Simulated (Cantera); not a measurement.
Charge: 1 mol SiC, 0.15 mol H₂O, 76 mol H₂, 0.19 mol CO₂, equilibrated at 1175 K and 1 atm.

Method: chemical equilibrium by Gibbs-energy minimisation in Cantera with the NASA 1993 tables (ideal gas, pure condensed phases). Candidate condensed phases: C, C₆H₆, C₇H₈, C₈H₁₈, H₂O, Si, SiC, SiO₂; 123 gas species. Mutual solubility and eutectic melting of coexisting phases are not modelled. The tables hold silica as quartz up to 1696 K and as liquid above; real silica turns to tridymite and cristobalite and melts near 1996 K. Equilibrium is a limit: real reactors are often held back by kinetics, nucleation or transport.

Base state: H₂ 0.994, CH₄ 0.00600 (mole fractions); condensed: SiC(s) + SiO₂(β-quartz).

Question: What changes in the equilibrium state with this change: temperature from 1175 K to 2223.15 K?

Answer: 
| species | before | after |
|---|---|---|
| H₂ | 0.994 | 0.986 |
| H | 1.21e-7 | 0.00632 |
| CO | 4.94e-6 | 0.00486 |
| CH₄ | 0.00600 | 4.64e-5 |
| SiO | 1.72e-8 | 0.00203 |
| Si | <1e-9 | 0.000278 |
| SiH₂ | <1e-9 | 0.000200 |
| SiC(s), mol | 0.735 | 0.795 |
| SiO₂(β-quartz), mol | 0.265 | 0 |
Gases not in the tables: Si₂H₆ and higher silanes.

Question: What changes in the equilibrium state with this change: H₂O from 0.15 to 4.1 mol?

Answer: 
```tsv
species	before	after
H₂	0.994	0.969
H₂O	5.51e-7	0.0162
CO	4.94e-6	0.0139
CO₂	<1e-9	0.000182
CH₄	0.00600	0.000533
SiC(s), mol	0.735	0
SiO₂(β-quartz), mol	0.265	1.00
```
